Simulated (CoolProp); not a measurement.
Cyclohexane along the isotherm 576.2 K: density (kg/m³) from the reference equation and from simpler models built on Tc = 553.6 K, pc = 4.081 MPa, ω = 0.209; each cubic takes its own stable root.

Computed with CoolProp (reference Helmholtz-energy equation of state, Zhou 2014).

| p (MPa) | phase | reference |
|---|---|---|
| 2.27 | gas | 49.25 |
| 4.53 | supercritical | 156.7 |
| 6.8 | supercritical | 398.4 |
| 9.07 | supercritical | 449.2 |
| 11.3 | supercritical | 476.2 |
| 13.6 | supercritical | 495.9 |
| 15.9 | supercritical | 511.3 |
| 18.1 | supercritical | 523.5 |
| 20.4 | supercritical | 534.4 |

Task: How far does each simpler model (van der Waals, Redlich-Kwong, Soave-Redlich-Kwong) lie from the reference over these 9 states: mean and median of the absolute difference, and the worst?

Result: 
- van der Waals: mean 19.5 %, median 24.6 %, worst -24.8 % at 576.2 K and 11.3 MPa
- Redlich-Kwong: mean 6.4 %, median 6.7 %, worst -12.2 % at 576.2 K and 6.8 MPa
- Soave-Redlich-Kwong: mean 7.9 %, median 7.5 %, worst -15.1 % at 576.2 K and 6.8 MPa
